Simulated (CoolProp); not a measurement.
Vapour-liquid equilibrium of methane (1) + ethylene (2) at 0.478 MPa; x and y are mole fractions of (1).

Values from CoolProp's multi-fluid Helmholtz-energy mixture model, Setzmann 1991 and Smukala 2000; pair parameters Bell 2016.

```csv
x,"bubble temperature, mixture model (K)","bubble temperature, Raoult's law (K)","y, mixture model","y, Raoult's law"
0.05,188.7,188.5,0.419,0.451
0.125,173.6,175.5,0.739,0.738
0.2,163.2,166.5,0.866,0.857
0.275,156.2,160.0,0.921,0.915
0.35,151.4,154.9,0.948,0.946
0.425,147.9,150.9,0.963,0.965
0.5,145.2,147.6,0.973,0.976
0.575,143.1,144.9,0.979,0.984
0.65,141.3,142.5,0.984,0.989
0.725,139.7,140.4,0.988,0.993
0.8,138.3,138.6,0.992,0.996
0.875,136.9,136.9,0.995,0.998
0.95,135.5,135.5,0.998,0.999
```

The largest gap from Raoult's law is -3.8 K in bubble temperature, at x = 0.275. No azeotrope shows between x = 0.05 and 0.95.

Pair parameters are fitted to limited data, so mixtures are less certain than the pure fluids. The gap from Raoult's law changes sign with composition, which may be real or a fault of the pair parameters; it wasn't checked against measurements.
